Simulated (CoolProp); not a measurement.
A single-stage vapour-compression cycle with the fluid: evaporating at 250.15 K (dew point), condensing at 320.15 K (bubble point), superheat 8 K, subcooling 2 K, compressor efficiency 0.65, no pressure losses. The same conditions are run with several fluids, on thermodynamics alone (safety and materials aside).

Model: reference Helmholtz-energy equation of state of each fluid (R236FA: Pan 2012; R1233zd(E): Akasaka 2022; R11: Jacobsen 1992; R404A: Lemmon 2003; R410A: Lemmon 2003; n-butane: Bücker 2006), in CoolProp. Blends and air are pseudo-pure fits.

### Question
Rank R236FA, R1233zd(E), R11, R404A, R410A, n-butane by cooling COP, highest first.

### Answer
R11 (1.87), R1233zd(E) (1.77), n-butane (1.72), R236FA (1.56), R410A (1.49), R404A (1.37)

| fluid | pressure ratio | discharge temperature (K) | refrigerating effect (kJ/kg) | volumetric capacity (kJ/m³) |
|---|---|---|---|---|
| R236FA | 14.2 | 339.1 | 93.1 | 253 |
| R1233zd(E) | 17.0 | 361.8 | 140 | 136 |
| R11 | 16.1 | 390.3 | 143 | 124 |
| R404A | 8.06 | 355.1 | 91.9 | 1210 |
| R410A | 8.04 | 390.3 | 145 | 1910 |
| n-butane | 11.6 | 351.0 | 255 | 278 |
